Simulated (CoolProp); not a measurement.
Properties of chlorine along the isobar 0.789 MPa.

The numbers come from the reference Helmholtz-energy equation of state, Thol 2021 in CoolProp.

```json
[
 {"T (K)": "287.2", "phase": "liquid", "Z": "0.01642", "cp (kJ/(kg K))": "0.9763", "cv (kJ/(kg K))": "0.4874", "Joule-Thomson coefficient (K/MPa)": "-0.2774"},
 {"T (K)": "292.1", "phase": "liquid", "Z": "0.01632", "cp (kJ/(kg K))": "0.9832", "cv (kJ/(kg K))": "0.4868", "Joule-Thomson coefficient (K/MPa)": "-0.2582"},
 {"T (K)": "297", "phase": "liquid", "Z": "0.01622", "cp (kJ/(kg K))": "0.9908", "cv (kJ/(kg K))": "0.4863", "Joule-Thomson coefficient (K/MPa)": "-0.2371"},
 {"T (K)": "301.9", "phase": "gas", "Z": "0.8958", "cp (kJ/(kg K))": "0.5924", "cv (kJ/(kg K))": "0.4008", "Joule-Thomson coefficient (K/MPa)": "29.63"},
 {"T (K)": "306.7", "phase": "gas", "Z": "0.9018", "cp (kJ/(kg K))": "0.5858", "cv (kJ/(kg K))": "0.3997", "Joule-Thomson coefficient (K/MPa)": "28.42"},
 {"T (K)": "311.6", "phase": "gas", "Z": "0.9074", "cp (kJ/(kg K))": "0.5797", "cv (kJ/(kg K))": "?", "Joule-Thomson coefficient (K/MPa)": "?"},
 {"T (K)": "316.5", "phase": "gas", "Z": "0.9125", "cp (kJ/(kg K))": "0.5744", "cv (kJ/(kg K))": "0.3979", "Joule-Thomson coefficient (K/MPa)": "26.18"},
 {"T (K)": "321.4", "phase": "gas", "Z": "0.9173", "cp (kJ/(kg K))": "?", "cv (kJ/(kg K))": "0.3972", "Joule-Thomson coefficient (K/MPa)": "25.15"},
 {"T (K)": "326.3", "phase": "gas", "Z": "0.9217", "cp (kJ/(kg K))": "?", "cv (kJ/(kg K))": "0.3967", "Joule-Thomson coefficient (K/MPa)": "24.19"},
 {"T (K)": "331.1", "phase": "gas", "Z": "0.9257", "cp (kJ/(kg K))": "0.5617", "cv (kJ/(kg K))": "0.3962", "Joule-Thomson coefficient (K/MPa)": "23.29"},
 {"T (K)": "336", "phase": "gas", "Z": "0.9295", "cp (kJ/(kg K))": "0.5583", "cv (kJ/(kg K))": "0.3958", "Joule-Thomson coefficient (K/MPa)": "?"},
 {"T (K)": "340.9", "phase": "gas", "Z": "?", "cp (kJ/(kg K))": "0.5552", "cv (kJ/(kg K))": "?", "Joule-Thomson coefficient (K/MPa)": "21.61"},
 {"T (K)": "345.8", "phase": "gas", "Z": "0.9363", "cp (kJ/(kg K))": "0.5524", "cv (kJ/(kg K))": "0.3952", "Joule-Thomson coefficient (K/MPa)": "20.83"},
 {"T (K)": "350.7", "phase": "gas", "Z": "0.9394", "cp (kJ/(kg K))": "0.5499", "cv (kJ/(kg K))": "0.3950", "Joule-Thomson coefficient (K/MPa)": "20.10"}
]
```

Some entries are withheld; supply them.


- 311.6, cv (kJ/(kg K)): 0.3987
- 311.6, Joule-Thomson coefficient (K/MPa): 27.27
- 321.4, cp (kJ/(kg K)): 0.5697
- 326.3, cp (kJ/(kg K)): 0.5654
- 336, Joule-Thomson coefficient (K/MPa): 22.43
- 340.9, Z: 0.9330
- 340.9, cv (kJ/(kg K)): 0.3955
